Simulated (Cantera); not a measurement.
A freely propagating, adiabatic, planar premixed flame of 10.6 % CH₄, 21.6 % O₂, 61.3 % N₂, 6.55 % H₂O, unburnt at 700 K and 4.10 bar; mixture-averaged transport, grid criteria slope 0.08 and curve 0.16, no radiation.

Computed with Cantera and GRI-Mech 3.0 (53 species, 325 reactions). Burning velocities carry a grid error of a few per cent, more on coarse grids.

x: mole fraction of selected species; z is measured from the peak of heat release.

| z (mm) | T (K) | u (m/s) | x CH₄ | x O₂ | x H₂O | x O | x HCN | x C₂H₄ |
|---|---|---|---|---|---|---|---|---|
| -0.266 | 700 | 1.41 | 0.106 | 0.215 | 0.0655 | <1e-8 | <1e-8 | 4.69e-8 |
| -0.177 | 703 | 1.42 | 0.105 | 0.215 | 0.0660 | <1e-8 | <1e-8 | 7.10e-7 |
| -0.133 | 713 | 1.44 | 0.104 | 0.214 | 0.0677 | <1e-8 | <1e-8 | 4.08e-6 |
| -0.0887 | [?] | 1.58 | 0.0986 | 0.208 | [?] | [?] | [?] | [?] |
| -0.0443 | 1165 | 2.40 | 0.0703 | 0.172 | 0.123 | 1.12e-5 | 9.11e-7 | 0.000412 |
| -0.0222 | 1587 | 3.31 | 0.0385 | 0.127 | 0.170 | 0.000124 | 2.42e-6 | 0.000862 |
| 0 | 1993 | 4.19 | 0.00911 | 0.0738 | 0.215 | 0.000816 | 5.07e-6 | 0.000476 |
| 0.0222 | 2181 | 4.57 | 0.000667 | 0.0426 | 0.235 | 0.00251 | 4.68e-6 | 2.48e-5 |
| 0.0443 | 2251 | 4.70 | 2.50e-5 | 0.0312 | 0.240 | 0.00342 | 1.89e-6 | 3.09e-7 |
| 0.0887 | 2335 | 4.84 | [?] | [?] | 0.244 | [?] | [?] | <1e-8 |
| 0.177 | 2425 | 5.00 | <1e-8 | 0.0201 | 0.250 | 0.00222 | <1e-8 | <1e-8 |
| 0.355 | 2498 | 5.12 | <1e-8 | 0.0167 | 0.256 | 0.00150 | <1e-8 | <1e-8 |
| 0.709 | 2536 | 5.19 | <1e-8 | 0.0149 | 0.259 | 0.00117 | <1e-8 | <1e-8 |

**Question.** What belongs in the gaps?

**Answer.** 
- -0.0887, T (K): 777
- -0.0887, x H₂O: 0.0768
- -0.0887, x O: 4.56e-8
- -0.0887, x HCN: 8.22e-8
- -0.0887, x C₂H₄: 3.75e-5
- 0.0887, x CH₄: 5.34e-8
- 0.0887, x O₂: 0.0245
- 0.0887, x O: 0.00312
- 0.0887, x HCN: 2.23e-7
